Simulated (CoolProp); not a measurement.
Ethylbenzene along the isotherm 620 K: fugacity coefficient from the reference equation and from simpler models built on Tc = 617.1 K, pc = 36.22 bar, ω = 0.304; each cubic takes its own stable root.

The numbers come from the reference Helmholtz-energy equation of state, Zhou 2012 in CoolProp.

```csv
p (bar),phase,reference,van der Waals,Redlich-Kwong,Soave-Redlich-Kwong,Peng-Robinson
0.573,gas,0.9944,0.9954,0.9947,0.9947,0.9941
0.841,gas,0.9918,0.9932,0.9922,0.9922,0.9913
1.23,gas,0.9880,0.9900,0.9886,0.9886,0.9873
1.81,gas,0.9824,0.9854,0.9833,0.9833,0.9814
2.66,gas,0.9742,0.9785,0.9754,0.9755,0.9728
3.9,gas,0.9623,0.9685,0.9640,0.9641,0.9602
5.73,gas,0.9448,0.9537,0.9473,0.9475,0.9418
8.41,gas,0.9194,0.9322,0.9230,0.9232,0.9152
12.3,gas,0.8830,0.9010,0.8881,0.8884,0.8771
18.1,gas,0.8294,0.8543,0.8365,0.8369,0.8216
26.6,gas,0.7511,0.7850,0.7612,0.7619,0.7418
39,supercritical,0.6241,0.6673,0.6393,0.6412,0.6181
57.3,supercritical,0.4619,0.5149,0.4838,0.4857,0.4635
84.1,supercritical,0.3510,0.4119,0.3760,0.3775,0.3556
123,supercritical,0.2781,0.3489,0.3053,0.3066,0.2838
181,supercritical,0.2326,0.3193,0.2624,0.2637,0.2383
```
